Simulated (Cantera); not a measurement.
A freely propagating, adiabatic, planar premixed flame of 21.7 % CO, 6.52 % H2, 2.39 % CH4, 14.5 % O2, 54.8 % N2, unburnt at 625 K and 5.00 bar; mixture-averaged transport, grid criteria slope 0.08 and curve 0.16, no radiation.

Cantera simulation using GRI-Mech 3.0 (53 species, 325 reactions); the numbers are that mechanism's predictions, not measurements. Burning velocities carry a grid error of a few per cent, more on coarse grids.

Question: Predict: laminar burning velocity; thermal thickness; peak x(C2H6); peak x(H); peak x(C2H4).

Answer: laminar burning velocity: 232 cm/s
thermal thickness: 0.0683 mm
peak x(C2H6): 3.12e-5
peak x(H): 0.0128
peak x(C2H4): 1.21e-5
